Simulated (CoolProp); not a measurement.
Ammonia at several states: fugacity coefficient from the reference equation and from simpler models built on Tc = 132.4 °C, pc = 113.6 bar, ω = 0.256; each cubic takes its own stable root.

Values from CoolProp's reference Helmholtz-energy equation of state, Gao 2020.

```csv
T (°C),p (bar),phase,reference,van der Waals,Soave-Redlich-Kwong,Peng-Robinson
189.85,3.65,gas,0.9927,0.9931,0.9931,0.9921
72.35,661,liquid,[?],[?],0.1017,0.09058
66.25,11.6,gas,[?],0.9538,0.9390,0.9347
-30.85,0.292,gas,0.9927,0.9975,0.9960,0.9958
322.05,147,supercritical,0.8947,0.8635,0.9154,0.8899
-8.55,74.5,liquid,0.04267,0.2146,[?],0.04359
```

Task: Some entries are withheld; supply them.

Result: 
- 72.35, reference: 0.08133
- 72.35, van der Waals: 0.2066
- 66.25, reference: 0.9279
- -8.55, Soave-Redlich-Kwong: 0.04393
